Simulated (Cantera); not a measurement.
# Aluminium and copper etching: Al + Cl2 + N2

Charge: 1 mol Al, 6.2 mol Cl2, 0.18 mol N2, held at 53000 Pa.

These are equilibrium values from Cantera (NASA tables, ideal gas, pure condensed phases), not measurements of a reactor. Candidate condensed phases: Al, AlCl3, AlN; 11 gas species. Rates play no part.

```csv
T (K),log p Cl2,log p AlCl3,log p Al2Cl6,log p N2,log p Cl,log p AlCl2
700,-0.35,-1.55,-1.47,-1.76,-6.35,<-12
775,-0.36,-1.25,-1.73,-1.77,-5.47,<-12
850,-0.37,-1.11,-2.15,-1.78,-4.74,<-12
925,-0.37,-1.07,-2.64,-1.79,-4.12,<-12
1000,-0.37,-1.05,-3.11,-1.79,-3.60,<-12
1075,-0.37,-1.05,-3.52,-1.79,-3.14,-11.26
1150,-0.37,-1.05,-3.87,-1.79,-2.75,-10.31
1225,-0.38,-1.05,-4.18,-1.79,-2.40,-9.48
1300,-0.38,-1.05,-4.46,-1.79,-2.10,-8.74
```
log p: log10 of the partial pressure in bar; nothing condenses.

From 700 K to 1300 K nothing is condensed. The main Al-bearing gas is Al2Cl6 at 700 K and AlCl3 at 1300 K.
